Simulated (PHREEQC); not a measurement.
Solution (25 °C): 0.0014 mol/kgw CaCl2, 6.2e-05 mol/kgw NaHCO3 and 0.014 mol/kgw MgSO4. Closed to the air; pH follows from the charge balance.

All values are PHREEQC results (ion-association model, phreeqc.dat), not measurements.

No solid was allowed to form.

### Question
Order these C species by the share of C that they hold, largest first: HCO3-, MgHCO3+, MgCO3, CO2, CaHCO3+.

### Answer
HCO3- (90 %), MgHCO3+ (5.0 %), CO2 (3.6 %), MgCO3 (0.74 %), CaHCO3+ (0.58 %)

The pH is 7.67 and the ionic strength 0.0396 mol/kgw. Complexes and solids missing from the database can't appear.
